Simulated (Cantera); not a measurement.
An isothermal, constant-pressure homogeneous reactor starts with NO : N₂ = 1 : 1.5 (molar parts), at 1925 K and 51.8 Torr.

Computed with Cantera and GRI-Mech 3.0 (53 species, 325 reactions).

Predict: x(NO) at 100 s; x(N₂) at 100 s; x(NO₂) at 100 s; x(O₂) at 100 s; x(N₂O) at 100 s.


```json
{
  "x(NO) at 100 s": "0.00745 (gas-phase equilibrium 0.00604)",
  "x(N₂) at 100 s": "0.796 (gas-phase equilibrium 0.797)",
  "x(NO₂) at 100 s": "3.71e-6 (gas-phase equilibrium 3.01e-6)",
  "x(O₂) at 100 s": "0.196 (gas-phase equilibrium 0.197)",
  "x(N₂O) at 100 s": "9.62e-8 (gas-phase equilibrium 9.03e-8)"
}
```
